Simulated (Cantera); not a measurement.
An adiabatic, constant-volume homogeneous reactor starts with CH4 : H2 : O2 : N2 = 1 : 0.039 : 1.84 : 6.9 (molar parts), at 1098 K and 550000 Pa.

Computed with Cantera and GRI-Mech 3.0 (53 species, 325 reactions).

x: mole fraction; the columns are a selection and need not sum to one.

| t (s) | T (K) | P (bar) | x CH4 | x H2 | x O2 | x O | x H | x OH |
|---|---|---|---|---|---|---|---|---|
| 1.00e-6 | 1098 | 5.50 | 0.102 | 0.00399 | 0.188 | 1.41e-12 | 5.88e-12 | 1.25e-12 |
| 3.35e-6 | 1098 | 5.50 | 0.102 | 0.00399 | 0.188 | 1.87e-12 | 7.14e-12 | 1.88e-12 |
| 1.12e-5 | 1098 | 5.50 | 0.102 | 0.00399 | 0.188 | 3.29e-12 | 1.14e-11 | 3.95e-12 |
| 3.76e-5 | 1098 | 5.50 | 0.102 | 0.00399 | 0.188 | 8.18e-12 | 2.60e-11 | 1.14e-11 |
| 0.000126 | 1098 | 5.50 | 0.102 | 0.00399 | 0.188 | 2.67e-11 | 8.18e-11 | 4.28e-11 |
| 0.000422 | 1098 | 5.50 | 0.102 | 0.00399 | 0.188 | 1.29e-10 | 3.98e-10 | 2.49e-10 |
| 0.00141 | 1098 | 5.50 | 0.102 | 0.00398 | 0.188 | 1.29e-9 | ___ | 3.26e-9 |
| 0.00474 | 1100 | 5.51 | 0.102 | 0.00395 | 0.188 | 2.77e-9 | ___ | 8.44e-9 |
| 0.0159 | 1239 | 6.23 | 0.0874 | 0.00659 | 0.174 | 3.32e-7 | ___ | 1.85e-6 |
| 0.0532 | 2946 | 15.3 | <1e-12 | 0.0194 | 0.00720 | 0.00204 | 0.00478 | 0.0135 |
| 0.178 | 2946 | 15.3 | <1e-12 | 0.0194 | 0.00720 | 0.00204 | 0.00478 | 0.0135 |
| 0.597 | 2946 | 15.3 | <1e-12 | 0.0194 | 0.00720 | 0.00204 | 0.00478 | 0.0135 |
| 2.00 | 2946 | 15.3 | <1e-12 | 0.0194 | 0.00720 | 0.00204 | 0.00478 | 0.0135 |

**Question.** Complete the blanks.

**Answer.** 
- 0.00141, x H: 4.27e-9
- 0.00474, x H: 9.70e-9
- 0.0159, x H: 1.46e-6
